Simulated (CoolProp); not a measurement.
The numbers come from the reference Helmholtz-energy equation of state, Thol 2017 in CoolProp.

Problem. For octamethyltrisiloxane (MDM), give the phase and the cp (kJ/(kg K)), expansivity (1/kK) at 507.7 K and 6620 kPa; 517.3 K and 6620 kPa; 555.8 K and 6620 kPa.

Solution. 
- 507.7 K and 6620 kPa: liquid; cp 2.26, expansivity 1.88
- 517.3 K and 6620 kPa: liquid; cp 2.28, expansivity 1.95
- 555.8 K and 6620 kPa: liquid; cp 2.37, expansivity 2.28
